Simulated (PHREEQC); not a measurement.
Model water analysis in mg/kgw, 25 °C, pH 7.5, pe -0.3: Na 2290; K 21.5; Ca 33.5; Mg 28.3; Cl 3380; S(6) as SO4 336; Alkalinity as HCO3 103; Br 11.2.

Valence states are taken as typed.

The numbers come from PHREEQC with the ion-association model, wateq4f.dat.

This is a speciation only: nothing precipitates in the calculation.

Problem. Order these S species by the share of S that they hold, largest first: SO4-2, CaSO4, KSO4-, NaSO4-, MgSO4.

Solution. SO4-2 (81 %), NaSO4- (14 %), MgSO4 (2.8 %), CaSO4 (1.7 %), KSO4- (0.11 %)

Problem. Order these Ca species by the share of Ca that they hold, largest first: CaSO4, CaCO3, Ca+2, CaHCO3+.

Solution. Ca+2 (92 %), CaSO4 (7.0 %), CaHCO3+ (0.71 %), CaCO3 (0.11 %)

The pH is 7.50 and the ionic strength 0.108 mol/kgw. Complexes and solids missing from the database can't appear.
